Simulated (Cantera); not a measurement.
A closed system holds: 1 mol SiO2, 2800 mol H2, 1 mol H2O, held at 1975 K and 0.0680 bar.

Cantera equilibrium calculation (NASA polynomials, part measured and part estimated; ideal gas, pure solids and liquids). Candidate condensed phases: H2O, Si, SiO2; 18 gas species. Rates play no part.

Base state: H2 0.994, H 0.00523, H2O 0.000712, SiO 0.000356 (mole fractions); condensed: gas only.

Question: What changes in the equilibrium state with this change: pressure from 0.0680 bar to 0.00480 bar?

Answer: 
| species | before | after |
|---|---|---|
| H2 | 0.994 | 0.979 |
| H | 0.00523 | 0.0195 |
| H2O | 0.000712 | 0.000705 |
| SiO | 0.000356 | 0.000353 |
